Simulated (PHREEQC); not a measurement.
1 kg of water holding 0.041 mol NaCl, 0.14 mol MgCl2, 0.041 mol CaCl2 and 0.023 mol NaHCO3 is evaporated at 60 °C; the solids stay in contact with the brine. CO2 is held at log p = -3.4 (atm). Only these solids could form: Calcite, Bischofite, Brucite, Gaylussite, Halite, Nesquehonite, Nahcolite, Natron, Pirssonite, Portlandite, Trona, MgCl2_4H2O.

Base run: PHREEQC, Pitzer model, pitzer.dat. Each further column changes one thing. The table gives water activity.

```
H2O removed (mol)   base  temperature from 60 to 50 °C  temperature from 60 to 25 °C
-----------------  -----  ----------------------------  ----------------------------
0                  0.990                         0.990                         0.990
24.69              0.982                         0.982                         0.981
34.69              0.972                         0.972                         0.971
43.95              0.945                         0.944                         0.943
47.7               0.910                         0.908                         0.906
51.17              0.798                         0.794                         0.786
52.58              0.652                         0.645                         0.629
53.88              0.386                         0.375                         0.347
```

Away from 25 °C the constants follow the database's enthalpies or fits; those with neither stay at their 25 °C values.
